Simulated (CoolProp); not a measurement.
Methane along the isobar 5200 kPa: fugacity coefficient from the reference equation and from simpler models built on Tc = -82.6 °C, pc = 4599 kPa, ω = 0.011; each cubic takes its own stable root.

Computed with CoolProp (reference Helmholtz-energy equation of state, Setzmann 1991).

```tsv
T (°C)	phase	reference	van der Waals	Redlich-Kwong	Soave-Redlich-Kwong	Peng-Robinson
-159.25	liquid	0.02749	0.09121	0.02072	0.02698	0.02713
-147.65	liquid	0.06003	0.1465	0.05156	0.05996	0.05927
-136.05	liquid	0.1124	0.2158	0.1046	0.1135	0.1110
-124.45	liquid	0.1870	0.2972	0.1827	0.1902	0.1845
-112.85	liquid	0.2838	0.3880	0.2843	0.2893	0.2794
-101.25	liquid	0.3994	0.4845	0.4042	0.4064	0.3916
-89.65	liquid	0.5273	0.5818	0.5326	0.5330	0.5131
-78.05	supercritical	0.6507	0.6711	0.6492	0.6493	0.6251
```
